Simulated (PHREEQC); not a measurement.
Solution (25 °C): 0.01 mol/kgw CdCl2, 0.00017 mol/kgw MgSO4, 0.00041 mol/kgw NaHCO3 and 0.0048 mol/kgw NaCl. Closed to the air; pH follows from the charge balance.

Computed with PHREEQC (ion-association model, wateq4f.dat).

### Question
The ionic strength comes out as 0.0250 mol/kgw. What activity coefficients do SO4-2, NaSO4-, CdCl3-, CdHCO3+, CdOH+ get?

### Answer
SO4-2 0.55, NaSO4- 0.86, CdCl3- 0.86, CdHCO3+ 0.86, CdOH+ 0.86.

This is a speciation only: nothing precipitates in the calculation. Saturation is exceeded, for instance for Otavite; the values hold only as long as no solid forms.
